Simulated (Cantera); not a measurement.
A closed system holds: 1 mol CuO, 1.4 mol C, 0.33 mol N2, held at 0.0750 bar.

Method: chemical equilibrium by Gibbs-energy minimisation in Cantera with the NASA 1993 tables (ideal gas, pure condensed phases). Candidate condensed phases: C, Cu, CuO, Cu2O; 27 gas species. The numbers say what is thermodynamically allowed, not how fast it happens. All values below are at 2100 K.

Base state: CO 0.647, N2 0.213, Cu 0.139, Cu2 0.000792 (mole fractions); condensed: C(graphite) + Cu(l).

Problem. What changes in the equilibrium state with this change: pressure from 0.0750 bar to 0.0100 bar?

Solution. 
```
species             before    after
----------------  --------  -------
CO                   0.647    0.430
Cu                   0.139    0.428
N2                   0.213    0.142
Cu2               0.000792  0.00100
C(graphite), mol     0.400    0.400
Cu(l), mol           0.783        0
```

Problem. What changes in the equilibrium state with this change: C from 1.4 to 0.93 mol?

Solution. 
```json
[
 {"species": "CO", "before": "0.647", "after": "0.587"},
 {"species": "N2", "before": "0.213", "after": "0.225"},
 {"species": "Cu", "before": "0.139", "after": "0.139"},
 {"species": "CO2", "before": "5.10e-7", "after": "0.0478"},
 {"species": "NO", "before": "<1e-9", "after": "1.01e-5"},
 {"species": "Cu2", "before": "0.000792", "after": "0.000792"},
 {"species": "C(graphite), mol", "before": "0.400", "after": "0"},
 {"species": "Cu(l), mol", "before": "0.783", "after": "0.794"}
]
```

Problem. What changes in the equilibrium state with this change: CuO replaced by Fe2O3?

Solution. 
```csv
species,before,after
CO,0.647,0.728
N2,0.213,0.188
CO2,5.10e-7,0.0700
Cu,0.139,0
Fe,0,0.0141
Cu2,0.000792,0
FeO,0,0.000168
"C(graphite), mol",0.400,0
"Cu(l), mol",0.783,0
"Fe(l), mol",0,0.498
"FeO(l), mol",0,1.48
```
Each liquid is taken as pure. Mutual solubility and eutectic melting of coexisting phases are not modelled. The tables' stoichiometric FeO is somewhat more stable than real wüstite, so its field is too wide. FeO: taken at fixed stoichiometry. Further candidate phases: Fe, Fe(CO)5, FeO, Fe2O3, Fe3O4.
